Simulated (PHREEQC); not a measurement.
0.7 g of hydrous ferric oxide (600 m²/g; 0.2 weak and 0.005 strong sites per Fe, Dzombak-Morel constants, diffuse double layer) in 1 kg of water with 0.005 mol/kgw of an inert sodium salt and 2e-06 mol Ag2SO4, at 25 °C; the pH is set by adding NaOH or the inert anion's acid. Oxygen is held at 0.21 atm. CO2 from the air is kept out. No solid was allowed to form.

Equilibrium calculation in PHREEQC: ion-association model, wateq4f.dat.

Problem. Predict S sorbed (%), Ag sorbed (%), surface charge σ (C/m²) at pH = 4, 7.33, 8.67, 9.33.

Solution. 
```csv
pH,S sorbed (%),Ag sorbed (%),surface charge σ (C/m²)
4,100.0,0.3,0.185
7.33,15.0,91.3,0.008
8.67,0.1,99.6,-0.005
9.33,0.0,99.9,-0.015
```

Complexes and solids missing from the database can't appear.
